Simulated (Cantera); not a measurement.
A closed system holds: 1 mol SiH2Cl2, 3.3 mol NH3, held at 1523.15 K and 75.0 Torr.

These are equilibrium values from Cantera (NASA tables, ideal gas, pure condensed phases), not measurements of a reactor. Candidate condensed phases: NH4Cl, Si, Si3N4; 28 gas species. The tables' values for SiCl3 are old estimates; treat these amounts as uncertain. The numbers say what is thermodynamically allowed, not how fast it happens.

Base state: H2 0.633, HCl 0.225, N2 0.131, SiCl2 0.00830, SiCl3 0.00159, SiCl4 0.000915, SiHCl3 0.000289, H 5.83e-5 (mole fractions); condensed: Si3N4(s).

**Question.** What changes in the equilibrium state with this change: temperature from 1523.15 K to 1225 K?

**Answer.** 
```json
[
 {"species": "H2", "before": "0.633", "after": "0.630"},
 {"species": "HCl", "before": "0.225", "after": "0.242"},
 {"species": "N2", "before": "0.131", "after": "0.126"},
 {"species": "SiCl2", "before": "0.00830", "after": "6.48e-5"},
 {"species": "SiCl4", "before": "0.000915", "after": "0.00234"},
 {"species": "H", "before": "5.83e-5", "after": "7.82e-7"},
 {"species": "Cl", "before": "1.66e-5", "after": "2.59e-7"},
 {"species": "SiCl3", "before": "0.00159", "after": "0.000138"},
 {"species": "SiH2Cl2", "before": "1.47e-5", "after": "2.06e-6"},
 {"species": "Si3N4(s), mol", "before": "0.304", "after": "0.326"}
]
```

**Question.** What changes in the equilibrium state with this change: NH3 from 3.3 to 7.5 mol?

**Answer.** 
| species | before | after |
|---|---|---|
| H2 | 0.633 | 0.690 |
| N2 | 0.131 | 0.190 |
| HCl | 0.225 | 0.118 |
| SiCl2 | 0.00830 | 0.00164 |
| SiCl4 | 0.000915 | 4.60e-5 |
| SiCl3 | 0.00159 | 0.000159 |
| SiHCl3 | 0.000289 | 3.02e-5 |
| SiH2Cl2 | 1.47e-5 | 3.18e-6 |
| Cl | 1.66e-5 | 8.36e-6 |
| Si3N4(s), mol | 0.304 | 0.323 |
